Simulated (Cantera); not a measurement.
Formation from one mole of Cl2

Source: NASA polynomial tables (part measured, part estimated), evaluated in Cantera. Values are per mole of reaction as written; species without (g) are pure solids or liquids, kept so even where they would boil at 1 bar.

0.5 Ti + Cl2(g) → 0.5 TiCl4(g)

```json
[
 {"T (K)": "725", "ΔH° (kJ)": "-380.9", "ΔS° (J/K)": "-59.6", "ΔG° (kJ)": "-337.7", "log10 K": "24.33"},
 {"T (K)": "775", "ΔH° (kJ)": "-380.9", "ΔS° (J/K)": "-59.6", "ΔG° (kJ)": "-334.7", "log10 K": "22.56"},
 {"T (K)": "825", "ΔH° (kJ)": "-380.9", "ΔS° (J/K)": "-59.5", "ΔG° (kJ)": "-331.7", "log10 K": "21.00"},
 {"T (K)": "875", "ΔH° (kJ)": "-380.8", "ΔS° (J/K)": "-59.5", "ΔG° (kJ)": "-328.8", "log10 K": "19.63"},
 {"T (K)": "925", "ΔH° (kJ)": "-380.8", "ΔS° (J/K)": "-59.5", "ΔG° (kJ)": "-325.8", "log10 K": "18.40"},
 {"T (K)": "975", "ΔH° (kJ)": "-380.8", "ΔS° (J/K)": "-59.5", "ΔG° (kJ)": "-322.8", "log10 K": "17.29"}
]
```

0.6667 Fe + Cl2(g) → 0.6667 FeCl3(g)

| T (K) | ΔH° (kJ) | ΔS° (J/K) | ΔG° (kJ) | log10 K |
|---|---|---|---|---|
| 725 | -169.7 | -13.3 | -160.0 | 11.53 |
| 775 | -169.9 | -13.7 | -159.3 | 10.74 |
| 825 | -170.3 | -14.1 | -158.6 | 10.04 |
| 875 | -170.7 | -14.6 | -157.9 | 9.43 |
| 925 | -171.3 | -15.2 | -157.2 | 8.88 |
| 975 | -171.9 | -15.9 | -156.4 | 8.38 |

2 Cs + Cl2(g) → 2 CsCl

```json
[
 {"T (K)": "725", "ΔH° (kJ)": "-882.8", "ΔS° (J/K)": "-191.9", "ΔG° (kJ)": "-743.7", "log10 K": "53.58", "condensed phases": "Cs(l), CsCl(s)"},
 {"T (K)": "775", "ΔH° (kJ)": "-873.7", "ΔS° (J/K)": "-179.7", "ΔG° (kJ)": "-734.5", "log10 K": "49.50", "condensed phases": "Cs(l), CsCl(s)"},
 {"T (K)": "825", "ΔH° (kJ)": "-872.1", "ΔS° (J/K)": "-177.7", "ΔG° (kJ)": "-725.5", "log10 K": "45.94", "condensed phases": "Cs(l), CsCl(s)"},
 {"T (K)": "875", "ΔH° (kJ)": "-870.5", "ΔS° (J/K)": "-175.8", "ΔG° (kJ)": "-716.7", "log10 K": "42.78", "condensed phases": "Cs(l), CsCl(s)"},
 {"T (K)": "925", "ΔH° (kJ)": "-836.9", "ΔS° (J/K)": "-139.2", "ΔG° (kJ)": "-708.2", "log10 K": "39.99", "condensed phases": "Cs(l), CsCl(l)"},
 {"T (K)": "975", "ΔH° (kJ)": "-834.0", "ΔS° (J/K)": "-136.1", "ΔG° (kJ)": "-701.3", "log10 K": "37.57", "condensed phases": "Cs(l), CsCl(l)"}
]
```

0.6667 Al + Cl2(g) → 0.3333 Al2Cl6(g)

```tsv
T (K)	ΔH° (kJ)	ΔS° (J/K)	ΔG° (kJ)	log10 K	condensed phases
725	-430.5	-80.6	-372.0	26.80	Al(s)
775	-430.4	-80.5	-368.0	24.80	Al(s)
825	-430.3	-80.4	-364.0	23.05	Al(s)
875	-430.2	-80.3	-360.0	21.49	Al(s)
925	-430.2	-80.3	-356.0	20.10	Al(s)
975	-437.3	-87.8	-351.6	18.84	Al(l)
```
